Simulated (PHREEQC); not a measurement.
0.62 g of hydrous ferric oxide (600 m²/g; 0.2 weak and 0.005 strong sites per Fe, Dzombak-Morel constants, diffuse double layer) in 1 kg of water with 0.05 mol/kgw of an inert sodium salt and 0.17 mmol/kgw MnCl2, at 25 °C; the pH is set by adding NaOH or the inert anion's acid. The system is closed to oxygen. The system is closed to CO2. Precipitation was switched off in this run.

Base run: PHREEQC, ion-association model, wateq4f.dat. Each further column changes one thing. The table gives surface potential ψ (mV).

| pH | base | background salt from 0.05 to 0.005 mol/kgw | oxide from 0.62 to 3.1 g/kgw | 0.00097 mol/kgw NaF added |
|---|---|---|---|---|
| 3 | 169 | 212 | ? | 140 |
| 4 | 159 | 192 | 159 | ? |
| 5 | 135 | 157 | 134 | 110 |
| 6 | 100 | 114 | 100 | 80 |
| 7 | 58 | 66 | ? | ? |
| 8 | 17 | 19 | 8 | ? |
| 9 | -32 | -36 | -43 | ? |

Task: Fill in the missing entries.

Result: 
- 3, oxide from 0.62 to 3.1 g/kgw: 167
- 4, 0.00097 mol/kgw NaF added: 130
- 7, oxide from 0.62 to 3.1 g/kgw: 57
- 7, 0.00097 mol/kgw NaF added: 48
- 8, 0.00097 mol/kgw NaF added: 14
- 9, 0.00097 mol/kgw NaF added: -33

The oxide is taken as insoluble; below pH 4 it would dissolve.
